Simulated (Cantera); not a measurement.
Input (Python, Cantera):

```python
import numpy as np
import cantera as ct

gas = ct.Solution("gri30.yaml")
gas.TPX = 1500, 35000, {'CH3OH': 1, 'O2': 2.59, 'N2': 9.72}
reactor = ct.IdealGasConstPressureReactor(gas, energy="on", clone=False)
net = ct.ReactorNet([reactor])
net.rtol, net.atol = 1e-08, 1e-16
show = ['CH3OH', 'O2', 'CH4', 'CH2O', 'O']
times = np.geomspace(5e-06, 0.2, 14)

steps = ct.SolutionArray(gas, extra=["t"])
rows = []
print(f"{'t/s':>10s}{'T/K':>9s}{'P/Pa':>11s}" + "".join(f"{s:>11s}" for s in show))
for t in times:
    while net.time < t:
        t_next = net.step()
        steps.append(gas.state, t=t_next)
    rows.append([np.interp(t, steps.t, y) for y in (steps.T, steps.P, *steps(*show).X.T)])
    print(f"{t:10.3e}{rows[-1][0]:9.1f}{rows[-1][1]:11.4g}" + "".join(f"{x:11.3e}" for x in rows[-1][2:]))
rate = np.gradient(steps.T, steps.t)
print("integrator steps:", len(steps.t))
if steps.T.max() > steps.T[0] + 200:
    print(f"time of steepest temperature rise: {steps.t[rate.argmax()]:.4e} s")
gas.TPX = 1500, 35000, {'CH3OH': 1, 'O2': 2.59, 'N2': 9.72}
gas.equilibrate("HP")
print(f"equilibrium (HP): T = {gas.T:.1f} K  " + "  ".join(f"{s} {gas[s].X[0]:.3e}" for s in show))
```

Result:

```
       t/s      T/K       P/Pa      CH3OH         O2        CH4       CH2O          O
 5.000e-06   1500.0    3.5e+04  7.512e-02  1.946e-01  9.370e-08  7.059e-06  3.425e-08
 1.130e-05   1500.0    3.5e+04  7.510e-02  1.946e-01  4.592e-07  1.853e-05  3.570e-08
 2.553e-05   1500.0    3.5e+04  7.506e-02  1.945e-01  2.131e-06  4.687e-05  3.904e-08
 5.767e-05   1500.0    3.5e+04  7.496e-02  1.945e-01  8.663e-06  1.258e-04  4.762e-08
 1.303e-04   1500.2    3.5e+04  7.461e-02  1.942e-01  2.619e-05  4.089e-04  7.312e-08
 2.944e-04   1502.7    3.5e+04  7.268e-02  1.931e-01  5.387e-05  2.071e-03  2.093e-07
 6.653e-04   1663.9    3.5e+04  3.273e-02  1.638e-01  1.033e-04  1.908e-02  8.867e-06
 1.503e-03   2320.8    3.5e+04  9.775e-19  8.067e-02  2.258e-18  1.182e-11  1.218e-02
 3.396e-03   2467.7    3.5e+04  4.490e-19  7.894e-02  2.273e-18  7.409e-12  6.766e-03
 7.674e-03   2479.2    3.5e+04  4.319e-19  7.805e-02  2.315e-18  7.065e-12  6.226e-03
 1.734e-02   2475.9    3.5e+04  4.257e-19  7.666e-02  2.283e-18  6.962e-12  6.061e-03
 3.918e-02   2471.3    3.5e+04  4.175e-19  7.479e-02  2.239e-18  6.828e-12  5.844e-03
 8.852e-02   2468.5    3.5e+04  4.126e-19  7.366e-02  2.212e-18  6.747e-12  5.715e-03
 2.000e-01   2468.2    3.5e+04  4.120e-19  7.351e-02  2.209e-18  6.737e-12  5.699e-03
integrator steps: 1751
time of steepest temperature rise: 7.4630e-04 s
equilibrium (HP): T = 2468.2 K  CH3OH 4.240e-19  O2 7.351e-02  CH4 3.190e-18  CH2O 6.737e-12  O 5.698e-03
```

Detailed kinetics in Cantera: GRI-Mech 3.0 (53 species, 325 reactions). GRI-Mech 3.0 was tuned for natural gas; its chemistry of methanol as a main component is partial and can be far from experiment.
